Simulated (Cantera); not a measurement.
A closed system holds: 1 mol Mg(OH)2, 0.12 mol H2, 3 mol H2O, at 1.80 mbar.

Cantera equilibrium calculation (NASA polynomials, part measured and part estimated; ideal gas, pure solids and liquids). Candidate condensed phases: H2O, Mg, MgO, Mg(OH)2; 15 gas species. Equilibrium is a limit: real reactors are often held back by kinetics, nucleation or transport.

Problem. At 1225 °C, list the 4 most abundant gas species with their mole fractions, and the condensed phases.

Solution. H2O 0.971, H2 0.0291, H 6.91e-5, OH 6.53e-5. Condensed: MgO(s).
